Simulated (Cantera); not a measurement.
Input: 1 mol SiH4, 1.3 mol N2, 0.13 mol NH3, held at 1600 K and 15.0 Torr.

Equilibrium computed with Cantera from the NASA thermochemical tables; the gas is ideal and each condensed phase is pure. Candidate condensed phases: Si, Si3N4; 18 gas species. Equilibrium is a limit: real reactors are often held back by kinetics, nucleation or transport.

Base state: H2 0.758, N2 0.241, H 0.000335 (mole fractions); condensed: Si3N4(s).

Task: What changes in the equilibrium state with this change: temperature from 1600 K to 2025 K?

Result: 
```csv
species,before,after
H2,0.758,0.606
N2,0.241,0.380
H,0.000335,0.0106
Si,7.63e-7,0.00291
Si2,<1e-9,3.20e-5
Si2N,1.20e-8,7.99e-5
SiN,4.57e-8,6.23e-5
SiH,2.05e-7,0.000205
"Si3N4(s), mol",0.333,0
"Si(l), mol",0,0.987
```
The tables' values for SiN are old estimates; treat these amounts as uncertain. Gases not in the tables: Si2H6 and higher silanes.
